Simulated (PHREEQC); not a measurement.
**Reverse-osmosis reject**

A made-up water analysis in mg/L, 2.2 °C, pH 6.84, pe 11.7: Na 2180; K 19; Ca 873; Mg 314; Cl 4590; S(6) as SO4 1610; Alkalinity as HCO3 0.018; Li 0.329.

Valence states are taken as typed.

The numbers come from PHREEQC with the ion-association model, phreeqc.dat.

```json
{
 "ionic_strength": "0.196 mol/kgw",
 "specific_conductance": "8060 µS/cm",
 "density": "1.008 g/cm³",
 "charge_balance_error": "0.6 %"
}
```

```
species  molality  activity   log γ
-------  --------  --------  ------
Cl-         0.131    0.0947  -0.140
Na+        0.0944    0.0714  -0.121
Ca+2       0.0190   0.00636  -0.475
Mg+2       0.0114   0.00408  -0.448
SO4-2      0.0109   0.00334  -0.515
CaSO4     0.00300   0.00314   0.020
MgSO4     0.00162   0.00169   0.020
NaSO4-    0.00136   0.00102  -0.123
K+       0.000484  0.000349  -0.142
Li+       4.72e-5   3.60e-5  -0.117
```

This is a speciation only: nothing precipitates in the calculation. At this temperature some constants are extrapolated from 25 °C, and those without enthalpy data are left unchanged.
